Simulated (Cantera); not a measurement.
What does this Cantera script print?

```python
import numpy as np
import cantera as ct

gas_names = """
    Cu CuF CuF2 Cu2 F F2 H HF H2 H2F2 H3F3 H4F4 H5F5 H6F6 H7F7
""".split()
cond_names = """
    Cu(cr) Cu(L) CuF2(s) CuF2(L)
""".split()


def load(file, names, dense=False):
    # The tables refer to 1 bar. Condensed volumes are neglected.
    table = {s.name: s for s in ct.Species.list_from_file(file)}
    out = []
    for n in names:
        d = dict(table[n].input_data)
        d["thermo"] = dict(d["thermo"], **{"reference-pressure": 1e5})
        if dense:
            d["equation-of-state"] = {"model": "constant-volume", "density": "1e6 g/cm^3"}
        out.append(ct.Species.from_dict(d))
    return out


gas = ct.Solution(thermo="ideal-gas", species=load("nasa_gas.yaml", gas_names))
cond = {s.name: ct.Solution(thermo="fixed-stoichiometry", species=[s], name=s.name)
        for s in load("nasa_condensed.yaml", cond_names, dense=True)}
atoms = {
    'Cu': {'Cu': 1},
    'HF': {'H': 1, 'F': 1},
    'H2': {'H': 2},
}
top_T = {}  # K; cautious upper limits of use, not melting points


def equilibrate(T, P, feed):
    n = {}
    for name, mol in feed.items():
        for a, k in atoms[name].items():
            n[a] = n.get(a, 0.0) + k * mol
    gas.TPX = T, P, n
    mass = sum(n.values()) * gas.mean_molecular_weight
    gas.equilibrate("TP")
    valid = [c for c in cond.values() if c.min_temp <= T <= top_T.get(c.name, c.max_temp)]
    mix = ct.Mixture([(gas, mass / gas.mean_molecular_weight)] + [(c, 0.0) for c in valid])
    mix.T, mix.P = T, P
    mix.equilibrate("TP", solver="vcs", rtol=1e-11, max_steps=5000)
    return mix


results = []
feed = {'Cu': 1, 'HF': 5.1, 'H2': 41}  # mol
T = 1498.15  # K
P = 1000  # Pa
mix = equilibrate(T, P, feed)
results.append((T, P, feed, dict(zip(mix.species_names, mix.species_moles))))
x = sorted(zip(gas.X, gas.species_names), reverse=True)
print(f"T = {T:g} K  P = {P:g} Pa  gas = {mix.phase_moles(0):.4g} mol")
print("   x: " + "  ".join(f"{s} {v:.3e}" for v, s in x if v > 0.001))
print("   condensed (mol): " + ("  ".join(f"{mix.phase(i).name} {mix.phase_moles(i):.4g}"
      for i in range(1, mix.n_phases) if mix.phase_moles(i) > 1e-12) or "none"))
```

Output:

```
T = 1498.15 K  P = 1000 Pa  gas = 46.14 mol
   x: H2 8.885e-01  HF 1.105e-01
   condensed (mol): Cu(L) 0.9625
```

Method: chemical equilibrium by Gibbs-energy minimisation in Cantera with the NASA 1993 tables (ideal gas, pure condensed phases).
